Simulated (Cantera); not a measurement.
## Thermodynamics of tantalum, niobium, vanadium and zirconium in process gases, feed Ta + CH4 + H2O

Feed: 1 mol Ta, 0.14 mol CH4, 0.11 mol H2O.

Equilibrium computed with Cantera from the NASA thermochemical tables; the gas is ideal and each condensed phase is pure. Candidate condensed phases: C, C6H6, C7H8, C8H18, H2O, Ta, TaC, Ta2O5; 113 gas species. Mutual solubility and eutectic melting of coexisting phases are not modelled. TaC: taken at fixed stoichiometry. Condensed phases not in the tables: Ta2C, N, O or C dissolved in the metal. Rates play no part.

Stable condensed phases:

```
T in K \ P in Pa
            0.10    0.75     5.6      42     320    2400   18000  130000 1000000
   2673        A       A       A       A       A       A       A       A       B
   2523        A       A       A       A       A       A       A       A       B
   2373        A       A       A       A       A       A       A       B       B
   2223        A       A       A       A       A       A       B       B       B
   2073        A       A       A       A       A       A       B       B       B
   1923        A       A       A       A       A       B       B       B       B
   1773        A       A       A       A       B       B       B       B       B
   1623        A       A       B       B       B       B       B       B       B
   1473        A       B       B       B       B       B       B       B       B
   1323        B       B       B       B       B       B       B       B       B
   1173        B       B       B       B       B       B       B       B       B
   1023        B       B       B       B       B       B       B       B       B
    873        B       B       B       B       B       B       B       B       B
```

A: Ta + TaC; B: Ta + TaC + Ta2O5.
